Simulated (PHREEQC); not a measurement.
Model water analysis in mmol/kgw, 40 °C, pH 6.68:

| constituent | mmol/kgw |
|---|---|
| Na | 110 |
| K | 0.0221 |
| Ca | 13 |
| Mg | 0.386 |
| Cl | 81.1 |
| S(6) | 28.8 |
| Alkalinity (meq/kgw) | 0.0444 |

Valence states are taken as typed.

The numbers come from PHREEQC with the Pitzer model, pitzer.dat.

Problem. The ionic strength comes out as 0.180 mol/kgw. What activity coefficients do Cl-, K+, Na+, HCO3-, Mg+2 get?

Solution. Cl- 0.72, K+ 0.73, Na+ 0.74, HCO3- 0.79, Mg+2 0.26. Single-ion values are on the MacInnes scale.

This is a speciation only: nothing precipitates in the calculation. Complexes and solids missing from the database can't appear. At this temperature some constants are extrapolated from 25 °C, and those without enthalpy data are left unchanged.
